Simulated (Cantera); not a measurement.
A freely propagating, adiabatic, planar premixed flame of CH4 : O2 : N2 = 1 : 1.43 : 5.37 (molar parts), equivalence ratio 1.4, unburnt at 300 K and 150000 Pa; mixture-averaged transport, grid criteria slope 0.08 and curve 0.16, no radiation.

Cantera simulation using GRI-Mech 3.0 (53 species, 325 reactions); the numbers are that mechanism's predictions, not measurements. Burning velocities carry a grid error of a few per cent, more on coarse grids.

Problem. What does this change do: O2 1.43 to 1.1 parts?

Solution. 
```
quantity                     before      after
------------------------  ---------  ---------
laminar burning velocity  11.7 cm/s  2.33 cm/s
thermal thickness          0.809 mm    3.51 mm
peak x(C2H4)                0.00194    0.00282
peak x(H2)                   0.0637     0.0772
peak x(H)                   0.00122    4.34e-5
```

Problem. What does this change do: inlet temperature 300 to 723 K?

Solution. 
```tsv
quantity	before	after
laminar burning velocity	11.7 cm/s	105 cm/s
thermal thickness	0.809 mm	0.297 mm
peak x(C2H4)	0.00194	0.00197
peak x(H2)	0.0637	0.0599
peak x(H)	0.00122	0.00720
```
